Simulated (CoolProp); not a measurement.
Properties of sulfur hexafluoride along the isotherm 228.6 K (Tc = 318.7 K, pc = 3.755 MPa, ω = 0.210).

Model: reference Helmholtz-energy equation of state, Guder 2009, in CoolProp.

```
p (MPa)   phase  density (kg/m³)  cp (kJ/(kg K))  isothermal compressibility (1/MPa)  viscosity (µPa s)  conductivity (mW/(m K))
-------  ------  ---------------  --------------  ----------------------------------  -----------------  -----------------------
0.00594     gas           0.4572          0.5352                               168.6               12.0                     7.98
0.0106      gas           0.8168          0.5358                               94.60               12.0                     7.98
0.0188      gas            1.452             [?]                               53.46               12.0                     7.98
0.0334      gas            2.589          0.5385                               30.21               12.0                     7.97
0.0594      gas            4.637          0.5418                               17.11               12.0                     7.97
0.106       gas            8.384             [?]                               9.720               12.0                     7.96
0.188       gas            15.24          0.5612                                 [?]               12.0                     7.96
0.334    liquid             1820          0.8527                            0.003118                381                     75.2
0.594    liquid             1822          0.8516                            0.003089                [?]                      [?]
1.06     liquid             1824          0.8498                                 [?]                386                     75.6
1.88     liquid              [?]          0.8467                            0.002952                391                     76.1
```

Some entries are withheld; supply them.


- 0.0188, cp (kJ/(kg K)): 0.5367
- 0.106, cp (kJ/(kg K)): 0.5482
- 0.188, isothermal compressibility (1/MPa): 5.629
- 0.594, viscosity (µPa s): 383
- 0.594, conductivity (mW/(m K)): 75.3
- 1.06, isothermal compressibility (1/MPa): 0.003037
- 1.88, density (kg/m³): 1829

Viscosity comes from a separate model (Quiñones-Cisneros 2012). Thermal conductivity comes from a separate model (Assael 2012).
